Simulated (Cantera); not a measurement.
A closed system holds: 1 mol Cr, 0.19 mol H₂O, 7.6 mol N₂, at 1.00 mbar.

These are equilibrium values from Cantera (NASA tables, ideal gas, pure condensed phases), not measurements of a reactor. Candidate condensed phases: Cr, CrN, Cr₂N, Cr₂O₃, H₂O; 29 gas species. Mutual solubility and eutectic melting of coexisting phases are not modelled. Kinetics and transport are ignored.

x: gas mole fraction; n: condensed amount in mol.

```
T (K)   x N₂      x Cr    x H₂       x H     x CrO     x H₂O    x CrO₂  n Cr(s)  n Cr₂O₃(s)
-----  -----  --------  ------  --------  --------  --------  --------  -------  ----------
1425   0.975  0.000110  0.0244   3.37e-5   2.16e-8   1.79e-5  7.64e-12    0.873      0.0633
1475   0.975  0.000333  0.0243   6.40e-5   1.04e-7   2.55e-5  5.04e-11    0.871      0.0633
1525   0.975  0.000933  0.0243  0.000117   4.49e-7   3.54e-5  2.93e-10    0.866      0.0632
1575   0.973   0.00244  0.0242  0.000204   1.76e-6   4.81e-5   1.52e-9    0.855      0.0632
1625   0.970       ___  0.0240       ___       ___       ___       ___    0.827      0.0631
1675   0.962    0.0139  0.0237  0.000565   2.11e-5   8.28e-5   3.03e-8    0.763      0.0631
1725   0.945    0.0308  0.0231  0.000892   6.53e-5  0.000104   1.18e-7    0.626      0.0629
1775   0.911       ___  0.0220       ___       ___       ___       ___      ___      0.0625
1825   0.876     0.101  0.0207   0.00200  0.000473  0.000179   1.57e-6        0      0.0614
```

Problem. Some entries are withheld; supply them.

Solution. 
- 1625, x Cr: 0.00600
- 1625, x H: 0.000346
- 1625, x CrO: 6.34e-6
- 1625, x H₂O: 6.38e-5
- 1625, x CrO₂: 7.11e-9
- 1775, x Cr: 0.0649
- 1775, x H: 0.00136
- 1775, x CrO: 0.000189
- 1775, x H₂O: 0.000127
- 1775, x CrO₂: 4.28e-7
- 1775, n Cr(s): 0.332
